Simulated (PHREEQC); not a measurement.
## Brine (model solution)

Dissolve 2.5 mol/kgw MgCl2 and 0.072 mol/kgw BaCl2 at 16 °C. Closed to the air; pH follows from the charge balance.

All values are PHREEQC results (Pitzer model, pitzer.dat), not measurements.

Precipitation was switched off in this run.

### Question
What activity of water, density does the model give?

### Answer
activity of water 0.778; density 1.180 g/cm³.
